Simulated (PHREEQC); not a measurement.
A column of 0.1 m (40 cells, dispersivity 0.0035 m, 300 s a shift, diffusion coefficient 3e-10 m²/s) holds 0.23 eq of the database's cation exchanger X per kg of pore water, first in equilibrium with 0.066 mol SrCl2 and 1e-05 mol HCl per kg of water. It is flushed with 87 mmol/kgw BaCl2, 0.71 mmol/kgw LiCl, 19 mmol/kgw NaCl and 0.01 mmol/kgw HCl, at 25 °C. Values are for the last cell. CO2 from the air is kept out. No solid was allowed to form.

Base run: PHREEQC, ion-association model, phreeqc.dat. Each further column changes one thing. The table gives Ba in solution (mol/kgw).

```tsv
pore volumes	base	exchange capacity from 0.23 to 0.12 eq/kgw	dispersivity from 0.0035 to 0.007 m
0	0	0	0
0.9125	3.10e-5	(withheld)	0.000570
1.663	0.0142	(withheld)	(withheld)
2.413	0.0546	(withheld)	0.0547
3.312	0.0804	(withheld)	(withheld)
4.213	0.0861	0.0870	0.0840
4.963	0.0868	0.0870	(withheld)
```

**Question.** What belongs in the gaps?

**Answer.** 
- 0.9125, exchange capacity from 0.23 to 0.12 eq/kgw: 0.00118
- 1.663, exchange capacity from 0.23 to 0.12 eq/kgw: 0.0479
- 1.663, dispersivity from 0.0035 to 0.007 m: 0.0219
- 2.413, exchange capacity from 0.23 to 0.12 eq/kgw: 0.0807
- 3.312, exchange capacity from 0.23 to 0.12 eq/kgw: 0.0866
- 3.312, dispersivity from 0.0035 to 0.007 m: 0.0765
- 4.963, dispersivity from 0.0035 to 0.007 m: 0.0860
